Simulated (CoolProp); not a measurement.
n-pentane at 348.34 K and 6.25 MPa flows at 0.92 m/s in a round tube of 1 mm bore and 45 µm roughness, fully developed (64/Re and Nu = 3.66 if laminar; Colebrook and Gnielinski if turbulent). Each further row changes one setting.

Computed with CoolProp (reference Helmholtz-energy equation of state, Thol 2019).

| case | Reynolds number | Darcy friction factor | pressure drop (Pa/m) | heat-transfer coefficient (W/(m² K)) | mass flow (kg/h) |
|---|---|---|---|---|---|
| as stated | 4380 | 0.0734 | 18000 | 4040 | 1.51 |
| velocity 1.84 m/s | 8760 | 0.0709 | 69500 | 9040 | 3.02 |
| diameter 2 mm | 8760 | 0.0548 | 6720 | 3750 | 6.03 |

Viscosity comes from a separate model (Quiñones-Cisneros 2006), older than the equation that it now runs on, and unchecked against measurements. Thermal conductivity comes from a separate model (Vassiliou 2015).
